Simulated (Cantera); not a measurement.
Charge: 1 mol SiH2Cl2, 0.0045 mol Cl2, 180 mol H2, at 25.0 mbar.

These are equilibrium values from Cantera (NASA tables, ideal gas, pure condensed phases), not measurements of a reactor. Candidate condensed phases: Si; 19 gas species. Rates play no part.

Question: At 1052 °C, list the 4 most abundant gas species with their mole fractions, and the condensed phases.

Answer: H2 0.989, HCl 0.0104, SiCl2 0.000300, H 1.03e-5. Condensed: Si(s).
